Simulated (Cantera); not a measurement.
An isothermal, constant-pressure homogeneous reactor starts with 3.61 % H2, 24.1 % O2, 72.3 % N2, equivalence ratio 0.075, at 975 K and 1330 Pa.

Detailed kinetics in Cantera: the H2/O2 subset of GRI-Mech 3.0, which has no nitrogen chemistry. Radical loss at walls, strong at low pressure, is not modelled. The temperature is held fixed by assumption; the heat of reaction is taken as removed at once.

One state of this run: x H2 = 0.000370; x O2 = 0.226; x O = 0.00244; x OH = 0.000419; x H2O = 0.0354; x H2O2 = 4.77e-8. x: mole fraction; the columns are a selection and need not sum to one.

Which value of t (s) does it belong to?
A) 0.00151
B) 1.32
C) 0.0879
D) 0.00584

C, 0.0879
